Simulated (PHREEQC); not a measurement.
1 kg of water holding 0.031 mol/kgw NaCl meets 20 L of dry gas (CH4 1 by moles) at fixed total pressure, at 1 atm; fugacities by Peng-Robinson. The gases take part in no redox reaction, some water evaporates into the gas, and hydrates or a liquid gas phase aren't modelled. Nothing may precipitate in this run.

All values are PHREEQC results (ion-association model, phreeqc.dat), not measurements.

```json
[
 {"T (°C)": "10", "dissolved CH4 (mol/kgw)": "0.00228", "φ of CH4": "0.997"},
 {"T (°C)": "20", "dissolved CH4 (mol/kgw)": "___", "φ of CH4": "0.998"},
 {"T (°C)": "30", "dissolved CH4 (mol/kgw)": "___", "φ of CH4": "0.998"},
 {"T (°C)": "40", "dissolved CH4 (mol/kgw)": "___", "φ of CH4": "0.998"},
 {"T (°C)": "50", "dissolved CH4 (mol/kgw)": "0.000956", "φ of CH4": "0.998"},
 {"T (°C)": "60", "dissolved CH4 (mol/kgw)": "___", "φ of CH4": "0.999"},
 {"T (°C)": "70", "dissolved CH4 (mol/kgw)": "___", "φ of CH4": "0.999"},
 {"T (°C)": "80", "dissolved CH4 (mol/kgw)": "0.000511", "φ of CH4": "1.000"}
]
```

What belongs in the gaps?


- 20, dissolved CH4 (mol/kgw): 0.00171
- 30, dissolved CH4 (mol/kgw): 0.00136
- 40, dissolved CH4 (mol/kgw): 0.00113
- 60, dissolved CH4 (mol/kgw): 0.000814
- 70, dissolved CH4 (mol/kgw): 0.000674

Complexes and solids missing from the database can't appear. Constants without temperature data keep their 25 °C values here.
